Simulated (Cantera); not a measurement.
Cantera run:

```python
import numpy as np
import cantera as ct

gas_names = """
    C CH CH2 CH3 CH2OH CH3O CH4 CH3OH CO CO2 COOH C2 C2H CHCO,ketyl C2H2,acetylene C2H2,vinylidene
    CH2CO,ketene C2H3,vinyl CH3CO,acetyl C2H4 C2H4O,ethylen CH3CHO,ethanal CH3COOH (HCOOH)2 C2H5 C2H6
    CH3OCH3 C2H5OH C2O C3 C3H3,propargyl C3H4,allene C3H4,propyne C3H4,cyclo- C3H5,allyl C3H6,propylene
    C3H6,cyclo- C3H6O C3H7,n-propyl C3H7,i-propyl C3H8 C3H8O,1propanol C3H8O,2propanol C3O2 C4 C4H2
    C4H4,1,3-cyclo- C4H6,butadiene C4H6,2-butyne C4H6,cyclo- C4H8,1-butene C4H8,cis2-buten
    C4H8,tr2-butene C4H8,isobutene C4H8,cyclo- (CH3COOH)2 C4H9,n-butyl C4H9,i-butyl C4H9,s-butyl
    C4H9,t-butyl C4H10,isobutane C4H10,n-butane C5 C5H6,1,3cyclo- C5H8,cyclo- C5H10,1-pentene
    C5H10,cyclo- C5H11,pentyl C5H11,t-pentyl C5H12,n-pentane C5H12,i-pentane CH3C(CH3)2CH3 C6H2
    C6H5,phenyl C6H5O,phenoxy C6H6 C6H5OH,phenol C6H10,cyclo- C6H12,1-hexene C6H12,cyclo- C6H13,n-hexyl
    C7H7,benzyl C7H8 C7H8O,cresol C7H14,1-heptene C7H15,n-heptyl C7H16,n-heptane C8H8,styrene
    C8H10,ethylbenz C8H16,1-octene C8H17,n-octyl C8H18,isooctane C8H18,n-octane C9H19,n-nonyl
    C10H8,naphthale C10H21,n-decyl C12H9,o-bipheny C12H10,bipheny H HCO HO2 H2 HCHO,formaldehy HCOOH H2O
    H2O2 O OH O2 O3
""".split()
cond_names = """
    C(gr) C6H6(L) C7H8(L) C8H18(L),n-octa H2O(s) H2O(L)
""".split()


def load(file, names, dense=False):
    # The tables refer to 1 bar. Condensed volumes are neglected.
    table = {s.name: s for s in ct.Species.list_from_file(file)}
    out = []
    for n in names:
        d = dict(table[n].input_data)
        d["thermo"] = dict(d["thermo"], **{"reference-pressure": 1e5})
        if dense:
            d["equation-of-state"] = {"model": "constant-volume", "density": "1e6 g/cm^3"}
        out.append(ct.Species.from_dict(d))
    return out


gas = ct.Solution(thermo="ideal-gas", species=load("nasa_gas.yaml", gas_names))
cond = {s.name: ct.Solution(thermo="fixed-stoichiometry", species=[s], name=s.name)
        for s in load("nasa_condensed.yaml", cond_names, dense=True)}
atoms = {
    'CO2': {'C': 1, 'O': 2},
    'H2O': {'H': 2, 'O': 1},
}
top_T = {'C(gr)': 4500}  # K; cautious upper limits of use, not melting points


def equilibrate(T, P, feed):
    n = {}
    for name, mol in feed.items():
        for a, k in atoms[name].items():
            n[a] = n.get(a, 0.0) + k * mol
    gas.TPX = T, P, n
    mass = sum(n.values()) * gas.mean_molecular_weight
    gas.equilibrate("TP")
    valid = [c for c in cond.values() if c.min_temp <= T <= top_T.get(c.name, c.max_temp)]
    mix = ct.Mixture([(gas, mass / gas.mean_molecular_weight)] + [(c, 0.0) for c in valid])
    mix.T, mix.P = T, P
    mix.equilibrate("TP", solver="vcs", rtol=1e-11, max_steps=5000)
    return mix


results = []
feed = {'CO2': 1, 'H2O': 0.071}  # mol
T = 2000  # K
P = 100000  # Pa
mix = equilibrate(T, P, feed)
results.append((T, P, feed, dict(zip(mix.species_names, mix.species_moles))))
print(gas.report(threshold=0.001))
for i in range(1, mix.n_phases):
    print(f"{mix.phase(i).name:16s} {mix.phase_moles(i):12.5e} mol")
```

It prints:

```
       temperature   2000 K
          pressure   1e+05 Pa
           density   0.25238 kg/m^3
  mean mol. weight   41.968 kg/kmol
   phase of matter   gas

                          1 kg             1 kmol
                     ---------------   ---------------
          enthalpy        -6.837e+06       -2.8694e+08  J
   internal energy       -7.2332e+06       -3.0357e+08  J
           entropy            7345.1        3.0826e+05  J/K
    Gibbs function       -2.1527e+07       -9.0346e+08  J
 heat capacity c_p            1414.4             59358  J/K
 heat capacity c_v            1216.2             51044  J/K

                      mass frac. Y      mole frac. X     chem. pot. / RT
                     ---------------   ---------------   ---------------
                CO         0.0095691          0.014338           -38.594
               CO2           0.95672           0.91236           -55.452
               H2O           0.02799          0.065206           -44.743
                O2          0.005399         0.0070814           -33.714
     [ +106 minor]        0.00031995         0.0010126

C(gr)             0.00000e+00 mol
```

Method: chemical equilibrium by Gibbs-energy minimisation in Cantera with the NASA 1993 tables (ideal gas, pure condensed phases).
